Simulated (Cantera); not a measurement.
Input (Python, Cantera) and output of one run.

```python
import numpy as np
import cantera as ct

gas_names = [...]  # 169 gases of nasa_gas.yaml made of C, H, N, O
cond_names = """
    C(gr) C6H6(L) C7H8(L) C8H18(L),n-octa H2O(s) H2O(L)
""".split()


# ... load() reads the species with a 1 bar reference pressure and builds the phases ...
atoms = {
    'C2H5OH': {'C': 2, 'H': 6, 'O': 1},
    'H2O': {'H': 2, 'O': 1},
    'N2': {'N': 2},
    'O2': {'O': 2},
}
top_T = {'C(gr)': 4500}  # K; cautious upper limits of use, not melting points


# ... equilibrate(T, P, feed) seeds the gas with the atoms and calls Mixture.equilibrate('TP', solver="vcs", rtol=1e-11, max_steps=5000) ...
results = []
feed = {'C2H5OH': 1, 'H2O': 5.9, 'N2': 3.8, 'O2': 0.58}  # mol
P = 13332.2  # Pa
for T in [3000, 3250, 3500, 3750, 4000, 4250, 4500, 4750, 5000]:
    mix = equilibrate(T, P, feed)
    results.append((T, P, feed, dict(zip(mix.species_names, mix.species_moles))))

top = {s: max(r[3][s] / sum(r[3][g] for g in gas_names) for r in results) for s in gas_names}
cols = sorted((s for s in top if top[s] > 1e-06), key=lambda s: -top[s])[:9]
seen = [c for c in cond_names if any(r[3].get(c, 0) > 1e-12 for r in results)]
print("log10 of partial pressures in bar; condensed amounts in mol")
print(f"{'T/K':>10s}" + "".join(f"{s[:9]:>10s}" for s in cols + seen))
for T, P, feed, n in results:
    ng = sum(n[g] for g in gas_names)
    print(f"{T:10.4g}" + "".join(f"{np.log10(max(n[s] / ng * P / 1e5, 1e-99)):10.3f}" for s in cols)
          + "".join(f"{n.get(c, 0):10.4g}" for c in seen))
```

Result:

```
log10 of partial pressures in bar; condensed amounts in mol
       T/K         H        N2         O       H2O        H2        CO        OH         N        O2
      3000    -1.605    -1.556    -2.292    -1.604    -1.608    -1.884    -2.081    -5.634    -2.691
      3250    -1.353    -1.638    -1.909    -2.016    -1.720    -1.933    -2.051    -5.028    -2.613
      3500    -1.209    -1.708    -1.711    -2.642    -1.960    -1.986    -2.228    -4.509    -2.808
      3750    -1.143    -1.747    -1.627    -3.393    -2.288    -2.018    -2.529    -4.046    -3.152
      4000    -1.116    -1.765    -1.595    -4.154    -2.638    -2.034    -2.866    -3.633    -3.535
      4250    -1.106    -1.775    -1.582    -4.868    -2.973    -2.041    -3.192    -3.265    -3.904
      4500    -1.103    -1.786    -1.576    -5.520    -3.283    -2.045    -3.495    -2.939    -4.245
      4750    -1.102    -1.803    -1.575    -6.114    -3.566    -2.049    -3.772    -2.649    -4.557
      5000    -1.105    -1.832    -1.575    -6.655    -3.826    -2.054    -4.026    -2.395    -4.842
```

Equilibrium computed with Cantera from the NASA thermochemical tables; the gas is ideal and each condensed phase is pure.
